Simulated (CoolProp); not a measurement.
Model: reference Helmholtz-energy equation of state, Lemmon 2006, in CoolProp. It is a short technical equation, of lower accuracy than the large ones.

**Question.** Give the vapour pressure (bar), enthalpy of vaporisation (kJ/kg), vapour Z of saturated CH3F (R41) at -99.85, -71.35, -14.35 °C.

**Answer.** 
| T (°C) | p (bar) | enthalpy of vaporisation (kJ/kg) | vapour Z |
|---|---|---|---|
| -99.85 | 0.262 | 516 | 0.981 |
| -71.35 | 1.47 | 478 | 0.946 |
| -14.35 | 13.5 | 372 | 0.785 |
